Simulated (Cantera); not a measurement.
## Thermodynamics of hydrogen reduction and annealing atmospheres, feed Cu2O + H2

Charge: 1 mol Cu2O, 5.5 mol H2, held at 875 °C and 10000 Pa.

Method: chemical equilibrium by Gibbs-energy minimisation in Cantera with the NASA 1993 tables (ideal gas, pure condensed phases). Candidate condensed phases: Cu, CuO, Cu(OH)2, Cu2O, H2O; 12 gas species. Kinetics and transport are ignored.

- x(H2): 0.818
- x(H2O): 0.182
- n(Cu(s)): 2.00 mol
- gas amount: 5.500 mol
- log10 activity of Cu(OH)2(s) (absent): -11.73
